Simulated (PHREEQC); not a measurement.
A solution holds 0.0086 mol/kgw H3PO4, 0.081 mol/kgw H2SO4 and 0.063 mol/kgw ZnSO4, at 14 °C. Closed to the air; pH follows from the charge balance.

Equilibrium calculation in PHREEQC: ion-association model, wateq4f.dat.

```
Item                      Value
----------------  -------------
pH                         1.15
ionic strength    0.234 mol/kgw
total alkalinity    -171 meq/kg
```

| species | molality | activity | log γ |
|---|---|---|---|
| H+ | 0.0890 | 0.0707 | -0.100 |
| HSO4- | 0.0742 | 0.0536 | -0.142 |
| SO4-2 | 0.0348 | 0.00980 | -0.551 |
| Zn+2 | 0.0345 | 0.0110 | -0.497 |
| ZnSO4 | 0.0219 | 0.0231 | 0.023 |
| H3PO4 | 0.00743 | 0.00784 | 0.023 |
| Zn(SO4)2-2 | 0.00654 | 0.00201 | -0.513 |
| H2PO4- | 0.00117 | 0.000864 | -0.131 |
| HPO4-2 | 2.48e-9 | 7.12e-10 | -0.541 |

This is a speciation only: nothing precipitates in the calculation. Species that the database lacks are ignored. H3PO4, which wateq4f.dat lacks, is added to it with the constant of phreeqc.dat. At this temperature some constants are extrapolated from 25 °C, and those without enthalpy data are left unchanged. The database has no phosphate complexes of Zn.
